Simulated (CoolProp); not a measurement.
Saturation properties of normal hydrogen (Tc = 33.1 K, pc = 12.96 bar, ω = -0.219).

Model: reference Helmholtz-energy equation of state, Leachman 2009, in CoolProp.

```tsv
T (K)	p (bar)	liquid density (kg/m³)	enthalpy of vaporisation (kJ/kg)	liquid cp (kJ/(kg K))	liquid viscosity (µPa s)
19	0.6601	72.35	453.7	9.054	15.2
20.5	1.053	70.70	448.1	9.846	13.3
21.9	1.550	69.02	439.9	10.70	11.9
23.4	2.248	67.05	427.4	11.81	10.6
24.9	3.143	64.86	410.5	13.19	9.53
26.4	4.262	62.39	388.2	15.04	8.53
27.8	5.535	59.75	361.2	17.53	7.67
29.3	7.172	56.39	323.2	21.92	6.79
30.8	9.129	52.08	270.2	31.49	5.88
32.2	11.29	45.95	190.7	68.28	4.87
```

It boils at 20.4 K under 1 atm.

Viscosity comes from a separate model (Muzny 2013).
